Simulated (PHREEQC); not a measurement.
1 kg of water holding 0.29 mol/kgw MgCl2, 0.011 mol/kgw SrCl2, 0.15 mol/kgw NaCl, 0.0067 mol/kgw KCl and 0.29 mol/kgw CaCl2 is evaporated at 25 °C; the solids stay in contact with the brine. No CO2 enters from the air. The run lets Bischofite, Brucite, Carnallite, Halite, Portlandite, Sylvite, MgCl2_4H2O precipitate or redissolve, and no other solid.

Model: Pitzer model, pitzer.dat, run in PHREEQC.

### Question
Predict ionic strength, water activity at water left (kg) = 0.4563, 0.3082, 0.2082, 0.1711.

### Answer
```
water left (kg)  ionic strength  water activity
---------------  --------------  --------------
0.4563                     4.23           0.905
0.3082                     6.26           0.837
0.2082                     9.27           0.717
0.1711                     11.3           0.629
```
